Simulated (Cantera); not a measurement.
A Cantera script and what it prints.

```python
import numpy as np
import cantera as ct

gas_names = """
    O O2 O3 S SO SO2 SO3 S2 S2O S8
""".split()
cond_names = """
    S(cr1) S(cr2) S(L)
""".split()


# ... load() reads the species with a 1 bar reference pressure and builds the phases ...
atoms = {
    'SO2': {'S': 1, 'O': 2},
}
top_T = {}  # K; cautious upper limits of use, not melting points


# ... equilibrate(T, P, feed) seeds the gas with the atoms and calls Mixture.equilibrate('TP', solver="vcs", rtol=1e-11, max_steps=5000) ...
results = []
feed = {'SO2': 1}  # mol
P = 330000  # Pa
for T in [823, 1023, 1223, 1423, 1623, 1823, 2023, 2223, 2423, 2623, 2823, 3023, 3223, 3423]:
    mix = equilibrate(T, P, feed)
    results.append((T, P, feed, dict(zip(mix.species_names, mix.species_moles))))

top = {s: max(r[3][s] / sum(r[3][g] for g in gas_names) for r in results) for s in gas_names}
cols = sorted((s for s in top if top[s] > 0.0001), key=lambda s: -top[s])[:9]
seen = [c for c in cond_names if any(r[3].get(c, 0) > 1e-12 for r in results)]
print("log10 of partial pressures in bar; condensed amounts in mol")
print(f"{'T/K':>10s}" + "".join(f"{s[:9]:>10s}" for s in cols + seen))
for T, P, feed, n in results:
    ng = sum(n[g] for g in gas_names)
    print(f"{T:10.4g}" + "".join(f"{np.log10(max(n[s] / ng * P / 1e5, 1e-99)):10.3f}" for s in cols)
          + "".join(f"{n.get(c, 0):10.4g}" for c in seen))
```

Output:

```
log10 of partial pressures in bar; condensed amounts in mol
       T/K       SO2        SO        O2         O         S        S2       S2O       SO3
       823     0.519    -7.057   -15.082   -20.179   -14.120    -7.074    -6.237    -5.665
      1023     0.519    -5.331   -11.025   -15.019   -11.011    -6.209    -5.636    -4.852
      1223     0.518    -4.279    -8.080   -11.434    -9.130    -6.059    -5.556    -4.191
      1423     0.518    -3.620    -5.770    -8.756    -7.969    -6.339    -5.789    -3.614
      1623     0.518    -3.100    -4.078    -6.760    -7.045    -6.455    -5.894    -3.200
      1823     0.518    -2.555    -3.039    -5.341    -6.042    -5.984    -5.555    -3.014
      2023     0.517    -2.030    -2.385    -4.291    -5.058    -5.251    -5.018    -2.954
      2223     0.513    -1.577    -1.898    -3.454    -4.204    -4.555    -4.509    -2.930
      2423     0.505    -1.195    -1.507    -2.762    -3.479    -3.952    -4.071    -2.921
      2623     0.490    -0.876    -1.186    -2.181    -2.863    -3.438    -3.702    -2.926
      2823     0.463    -0.609    -0.923    -1.688    -2.336    -3.000    -3.395    -2.949
      3023     0.419    -0.390    -0.710    -1.267    -1.882    -2.629    -3.147    -2.997
      3223     0.351    -0.217    -0.545    -0.909    -1.493    -2.319    -2.957    -3.079
      3423     0.252    -0.089    -0.429    -0.608    -1.159    -2.067    -2.825    -3.205
```

Equilibrium computed with Cantera from the NASA thermochemical tables; the gas is ideal and each condensed phase is pure. Gases not in the tables: S3 to S7.
